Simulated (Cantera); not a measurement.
A diamond (100) surface in a fixed gas of H2 with x(CH4) = 0.0095, x(H) = 0.0021, x(CH3) = 0.00066, 0.0930 bar; coverages are run to steady state.

Detailed kinetics in Cantera: the Harris–Goodwin 1993 mechanism for the reconstructed diamond (100) surface.

θ: site fractions in the mechanism's names (c6HH fully hydrogenated, c6H* and c6*H radical sites, c6** diradical, c6HM methylated).

```csv
T (K),growth (µm/h),θ c6HH,θ c6H*,θ c6*H,θ c6**,θ c6HM
900,…,0.526,0.00791,0.221,0.00304,0.195
950,…,0.511,0.0111,0.264,0.00481,0.160
1000,…,0.494,0.0150,0.306,0.00720,0.129
1050,28.5,0.478,0.0195,0.349,0.0103,0.0989
1100,28.4,0.466,0.0248,0.393,0.0143,0.0666
1150,…,0.454,0.0308,0.436,0.0191,0.0367
1200,…,0.438,0.0368,0.470,0.0243,0.0166
1250,…,0.418,0.0425,0.495,0.0295,0.00667
1300,9.89,0.399,0.0478,0.511,0.0345,0.00258
1350,9.27,0.381,0.0529,0.521,0.0394,0.001000
1400,…,0.366,0.0577,0.528,0.0441,0.000387
```

Complete the blanks.


- 900, growth (µm/h): 14.2
- 950, growth (µm/h): 19.3
- 1000, growth (µm/h): 24.6
- 1150, growth (µm/h): 23.1
- 1200, growth (µm/h): 16.3
- 1250, growth (µm/h): 11.8
- 1400, growth (µm/h): 8.48
